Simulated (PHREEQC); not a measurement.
Solution (25 °C): 0.0075 mol/kgw ZnSO4, 0.045 mol/kgw ZnCl2, 0.0017 mol/kgw NaH2PO4 and 0.00089 mol/kgw Na2SO4. Closed to the air; pH follows from the charge balance.

All values are PHREEQC results (ion-association model, wateq4f.dat), not measurements.

| quantity | before | after |
|---|---|---|
| pH | 4.86 | 4.86 |
| ionic strength (mol/kgw) | 0.143 | 0.137 |
| Cl- (mol/kgw) | 0.0859 | 0.0860 |
| Zn+2 (mol/kgw) | 0.0441 | 0.0425 |
| ZnSO4 (mol/kgw) | 0.00440 | 0.00246 |
| SI of Zn3(PO4)2:4w (Zn3(PO4)2:4H2O) | +1.21 | +1.16 |
| SI of Goslarite (ZnSO4:7H2O) | -2.76 | -3.01 |

**Question.** What was changed between the two runs?
A. ZnSO4 from 0.0075 to 0.00375 mol/kgw
B. 0.036 mol/kgw KCl added
C. diluted 10-fold with water
D. Na2SO4 left out

**Answer.** A, ZnSO4 from 0.0075 to 0.00375 mol/kgw

No solid was allowed to form. Some of these states are supersaturated (in Zn3(PO4)2:4w, for instance). H3PO4, which wateq4f.dat lacks, is added to it with the constant of phreeqc.dat. The database has no phosphate complexes of Zn.
